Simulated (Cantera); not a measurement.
A freely propagating, adiabatic, planar premixed flame of CH₄ : O₂ : N₂ = 1 : 1.43 : 3.71 (molar parts), equivalence ratio 1.4, unburnt at 300 K and 1.00 bar; mixture-averaged transport, grid criteria slope 0.08 and curve 0.16, no radiation.

Cantera simulation using GRI-Mech 3.0 (53 species, 325 reactions); the numbers are that mechanism's predictions, not measurements. Burning velocities carry a grid error of a few per cent, more on coarse grids.

```
quantity                     before      after
------------------------  ---------  ---------
laminar burning velocity  42.3 cm/s  72.6 cm/s
thermal thickness          0.421 mm   0.279 mm
peak x(HCN)                 5.46e-5    6.64e-6
peak x(CO)                    0.102     0.0719
peak x(CH₂O)                0.00143    0.00146
peak x(HCO)                 4.42e-5   0.000102
```

Problem. What was changed between the two runs?
A. CH4 1 to 0.75 parts
B. inlet temperature 300 to 548 K
C. inlet temperature 300 to 325 K
D. inlet temperature 300 to 575 K

Solution. A, CH4 1 to 0.75 parts
